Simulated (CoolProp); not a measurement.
Octamethylcyclotetrasiloxane (D4) along the isobar 0.63 MPa: fugacity coefficient from the reference equation and from simpler models built on Tc = 586.5 K, pc = 1.347 MPa, ω = 0.598; each cubic takes its own stable root.

The numbers come from the reference Helmholtz-energy equation of state, Thol 2015 in CoolProp.

```
T (K)   phase  reference
-----  ------  ---------
436.5  liquid     0.1160
446.2  liquid     0.1479
455.8  liquid     0.1852
465.5  liquid     0.2292
475.2  liquid     0.2798
484.8  liquid     0.3366
494.5  liquid     0.4010
504.2  liquid     0.4724
```

**Question.** How far does each simpler model (van der Waals, Redlich-Kwong, Soave-Redlich-Kwong, Peng-Robinson) lie from the reference over these 8 states: mean and median of the absolute difference, and the worst?

**Answer.** 
- van der Waals: mean 184.2 %, median 169.0 %, worst +340.7 % at 436.5 K and 0.63 MPa
- Redlich-Kwong: mean 90.0 %, median 84.8 %, worst +148.8 % at 436.5 K and 0.63 MPa
- Soave-Redlich-Kwong: mean 1.9 %, median 2.0 %, worst +2.5 % at 504.2 K and 0.63 MPa
- Peng-Robinson: mean 0.5 %, median 0.4 %, worst +0.9 % at 436.5 K and 0.63 MPa

At some of these states van der Waals gives the other phase, because its saturation line lies elsewhere.
